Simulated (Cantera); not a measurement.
Cantera run, input and output.

```python
import numpy as np
import cantera as ct

gas = ct.Solution("gri30.yaml")
gas.TPX = 398, 380000, {'CH4': 1, 'O2': 4.55, 'N2': 17.1, 'H2O': 4.5}
inlet = ct.Reservoir(gas, clone=True)
gas.equilibrate("HP")  # start burning
reactor = ct.IdealGasConstPressureReactor(gas, energy="on", clone=False)
exhaust = ct.Reservoir(gas, clone=True)
tau = [0.32, 0.1, 0.031, 0.0098, 0.0031, 0.00096, 0.0003, 9.4e-05, 2.9e-05, 9.2e-06][0]
for a, b in ((inlet, reactor), (reactor, exhaust)):
    ct.MassFlowController(a, b, mdot=lambda t: reactor.mass / tau)
net = ct.ReactorNet([reactor])
show = ['CH4', 'O2', 'H2O', 'CH2O', 'CO']

rows = []
print(f"{'tau/s':>10s}{'T/K':>9s}" + "".join(f"{s:>11s}" for s in show))
for tau in [0.32, 0.1, 0.031, 0.0098, 0.0031, 0.00096, 0.0003, 9.4e-05, 2.9e-05, 9.2e-06]:
    net.initial_time = 0.0
    net.advance(30 * tau)
    before = gas.X
    net.advance(40 * tau)
    drift = np.max(np.abs(gas.X - before) / (gas.X + 1e-9))
    rows.append([gas.T, *gas[show].X, drift])
    print(f"{tau:10.3e}{gas.T:9.1f}" + "".join(f"{x:11.3e}" for x in gas[show].X))
```

It prints:

```
     tau/s      T/K        CH4         O2        H2O       CH2O         CO
 3.200e-01   1231.2  4.178e-04  9.587e-02  2.381e-01  3.542e-05  2.209e-03
 1.000e-01    398.0  3.683e-02  1.676e-01  1.657e-01  3.154e-17  4.720e-16
 3.100e-02    398.0  3.683e-02  1.676e-01  1.657e-01  1.372e-20  2.053e-19
 9.800e-03    398.0  3.683e-02  1.676e-01  1.657e-01  8.666e-22  1.297e-20
 3.100e-03    398.0  3.683e-02  1.676e-01  1.657e-01  5.474e-23  8.192e-22
 9.600e-04    398.0  3.683e-02  1.676e-01  1.657e-01  3.458e-24  5.175e-23
 3.000e-04    398.0  3.683e-02  1.676e-01  1.657e-01  2.184e-25  3.269e-24
 9.400e-05    398.0  3.683e-02  1.676e-01  1.657e-01  1.380e-26  2.065e-25
 2.900e-05    398.0  3.683e-02  1.676e-01  1.657e-01  8.715e-28  1.304e-26
 9.200e-06    398.0  3.683e-02  1.676e-01  1.657e-01  5.505e-29  8.238e-28
```

Computed with Cantera and GRI-Mech 3.0 (53 species, 325 reactions).
